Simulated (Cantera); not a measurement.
A Cantera script and what it prints.

```python
import numpy as np
import cantera as ct

gas_names = [...]  # 95 gases of nasa_gas.yaml made of C, F, H
cond_names = """
    C(gr) C6H6(L) C7H8(L) C8H18(L),n-octa
""".split()


# ... load() reads the species with a 1 bar reference pressure and builds the phases ...
atoms = {
    'C2F6': {'C': 2, 'F': 6},
    'CH4': {'C': 1, 'H': 4},
}
top_T = {'C(gr)': 4500}  # K; cautious upper limits of use, not melting points


# ... equilibrate(T, P, feed) seeds the gas with the atoms and calls Mixture.equilibrate('TP', solver="vcs", rtol=1e-11, max_steps=5000) ...
results = []
feed = {'C2F6': 1, 'CH4': 0.035}  # mol
T = 1298.15  # K
P = 13332.2  # Pa
mix = equilibrate(T, P, feed)
results.append((T, P, feed, dict(zip(mix.species_names, mix.species_moles))))
print(gas.report(threshold=1e-05))
for i in range(1, mix.n_phases):
    print(f"{mix.phase(i).name:16s} {mix.phase_moles(i):12.5e} mol")
```

Result:

```
       temperature   1298.2 K
          pressure   13332 Pa
           density   0.10138 kg/m^3
  mean mol. weight   82.073 kg/kmol
   phase of matter   gas

                          1 kg             1 kmol
                     ---------------   ---------------
          enthalpy       -9.6301e+06       -7.9038e+08  J
   internal energy       -9.7617e+06       -8.0117e+08  J
           entropy            4772.3        3.9168e+05  J/K
    Gibbs function       -1.5825e+07       -1.2988e+09  J
 heat capacity c_p            1166.6             95748  J/K
 heat capacity c_v            1065.3             87434  J/K

                      mass frac. Y      mole frac. X     chem. pot. / RT
                     ---------------   ---------------   ---------------
               CF4           0.97873           0.91277           -126.76
                HF          0.021263          0.087226           -53.078
     [  +93 minor]        5.1917e-06        7.2303e-06

C(gr)             5.69996e-01 mol
```

Equilibrium computed with Cantera from the NASA thermochemical tables; the gas is ideal and each condensed phase is pure. The feed counts by its element totals alone. Gases not in the tables: C2F6 and larger saturated fluorocarbons.
